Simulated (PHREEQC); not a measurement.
Solution (25 °C): 0.0096 mol Al2(SO4)3, 0.00091 mol ZnCl2 and 0.019 mol NaCl per kg of water. Closed to the air; pH follows from the charge balance.

Model: ion-association model, phreeqc.dat, run in PHREEQC.

The ionic strength comes out as 0.0667 mol/kgw. What activity coefficients do NaSO4-, AlOH+2, Na+, ZnCl+, Zn+2 get?

NaSO4- 0.81, AlOH+2 0.44, Na+ 0.81, ZnCl+ 0.80, Zn+2 0.43.

This is a speciation only: nothing precipitates in the calculation. Examples of supersaturated solids here: Gibbsite (slow to form). Others may be too.
